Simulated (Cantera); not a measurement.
Input (Python, Cantera):

```python
import numpy as np
import cantera as ct

gas = ct.Solution("gri30.yaml")
gas.TPX = 498, 820000, {'CH4': 1, 'C2H6': 0.42, 'O2': 6.55, 'N2': 24.6, 'H2': 0.63}
inlet = ct.Reservoir(gas, clone=True)
gas.equilibrate("HP")  # start burning
reactor = ct.IdealGasConstPressureReactor(gas, energy="on", clone=False)
exhaust = ct.Reservoir(gas, clone=True)
tau = [0.027, 0.013, 0.0067, 0.0033, 0.0016, 0.00081, 0.0004, 0.0002, 9.9e-05, 4.9e-05, 2.4e-05, 1.2e-05, 6e-06][0]
for a, b in ((inlet, reactor), (reactor, exhaust)):
    ct.MassFlowController(a, b, mdot=lambda t: reactor.mass / tau)
net = ct.ReactorNet([reactor])
show = ['CH4', 'C2H6', 'O2', 'HCN', 'HCO', 'CH3']

rows = []
print(f"{'tau/s':>10s}{'T/K':>9s}" + "".join(f"{s:>11s}" for s in show))
for tau in [0.027, 0.013, 0.0067, 0.0033, 0.0016, 0.00081, 0.0004, 0.0002, 9.9e-05, 4.9e-05, 2.4e-05, 1.2e-05, 6e-06]:
    net.initial_time = 0.0
    net.advance(30 * tau)
    before = gas.X
    net.advance(40 * tau)
    drift = np.max(np.abs(gas.X - before) / (gas.X + 1e-9))
    rows.append([gas.T, *gas[show].X, drift])
    print(f"{tau:10.3e}{gas.T:9.1f}" + "".join(f"{x:11.3e}" for x in gas[show].X))
```

Output:

```
     tau/s      T/K        CH4       C2H6         O2        HCN        HCO        CH3
 2.700e-02   1809.2  6.228e-06  5.568e-07  8.351e-02  4.998e-09  5.621e-09  1.521e-06
 1.300e-02   1807.5  1.052e-05  9.908e-07  8.356e-02  6.372e-09  1.162e-08  2.592e-06
 6.700e-03   1805.0  1.666e-05  1.638e-06  8.364e-02  8.284e-09  2.259e-08  4.103e-06
 3.300e-03   1801.0  2.706e-05  2.764e-06  8.380e-02  1.121e-08  4.632e-08  6.602e-06
 1.600e-03   1794.4  4.461e-05  4.694e-06  8.409e-02  1.524e-08  9.744e-08  1.067e-05
 8.100e-04   1784.7  7.248e-05  7.764e-06  8.457e-02  2.016e-08  1.977e-07  1.681e-05
 4.000e-04   1768.5  1.240e-04  1.339e-05  8.546e-02  2.704e-08  4.152e-07  2.745e-05
 2.000e-04   1740.8  2.274e-04  2.446e-05  8.716e-02  3.687e-08  8.678e-07  4.669e-05
 9.900e-05   1671.2  6.015e-04  6.331e-05  9.206e-02  4.756e-08  1.891e-06  1.004e-04
 4.900e-05    498.0  3.012e-02  1.265e-02  1.973e-01  9.913e-23  8.245e-35  8.154e-22
 2.400e-05    498.0  3.012e-02  1.265e-02  1.973e-01  9.813e-26  8.092e-38  3.979e-22
 1.200e-05    498.0  3.012e-02  1.265e-02  1.973e-01  6.199e-27  5.111e-39  2.116e-22
 6.000e-06    498.0  3.012e-02  1.265e-02  1.973e-01  3.915e-28  3.229e-40  1.067e-22
```

Model: GRI-Mech 3.0 (53 species, 325 reactions), integrated in Cantera.
